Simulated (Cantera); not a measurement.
# Equilibrium for aluminium nitride and oxide growth: AlI3 + H2O + H2

Charge: 1 mol AlI3, 4.1 mol H2O, 490 mol H2, at 900 K and 0.0870 bar.

Equilibrium computed with Cantera from the NASA thermochemical tables; the gas is ideal and each condensed phase is pure. Candidate condensed phases: Al, AlI3, Al2O3, H2O, I2; 25 gas species. Equilibrium is a limit: real reactors are often held back by kinetics, nucleation or transport.

```
Item                                 Result
--------------------------------  ---------
x(H2)                                 0.989
x(HI)                               0.00598
x(H2O)                              0.00525
x(I)                                6.89e-5
x(I2)                               1.04e-6
n(Al2O3(s))                       0.500 mol
gas amount                        495.6 mol
log10 activity of I2(l) (absent)      -8.99
log10 activity of Al(s) (absent)     -19.79
```
